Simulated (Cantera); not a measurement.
An isothermal plug-flow reactor at 450 K and 5.00 bar (inlet), inlet velocity 0.055 m/s, active area per volume 190 1/m; feed H₂ : O₂ : N₂ : H₂O = 0.035 : 0.013 : 0.79 : 0.035 (molar parts), equivalence ratio 1.3.

Computed with Cantera and Deutschmann's 1995 Pt surface mechanism with GRI-Mech 3.0 gas chemistry. Catalytic surfaces can have several steady states; this one follows from the mechanism file's or the stated starting coverage. Mass transfer to the wall is taken as infinitely fast.

One state of this run: x H₂ = 0.0238; x O₂ = 0.00670; x H₂O = 0.0570; θ free Pt = 0.138; θ H* = 0.837. x: gas mole fraction; θ: surface coverage.

Question: Which value of z (m) does it belong to?
(A) 0.0011
(B) 0.0018
(C) 0.04
(D) 0.014

Answer: B, 0.0018
